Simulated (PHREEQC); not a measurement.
Make-up at 25 °C: 1.1 mol/kgw LiBr, 2 mol/kgw SrCl2 and 0.00057 mol/kgw H4SiO4. Closed to the air; pH follows from the charge balance.

The numbers come from PHREEQC with the Pitzer model, pitzer.dat.

```
quantity               before    after
--------------------  -------  -------
pH                       5.57     6.72
H3SiO4- (mol/kgw)     4.49e-7  1.08e-7
SI of SiO2(a) (SiO2)    -0.29    -1.56
```

Question: What was changed between the two runs?
A. diluted 10-fold with water
B. SrCl2 from 2 to 1 mol/kgw
C. SrCl2 replaced by NaCl at the same molality
D. diluted 2-fold with water

Answer: A, diluted 10-fold with water

No solid was allowed to form. In brines, pH and single-ion activities rest on the MacInnes convention.
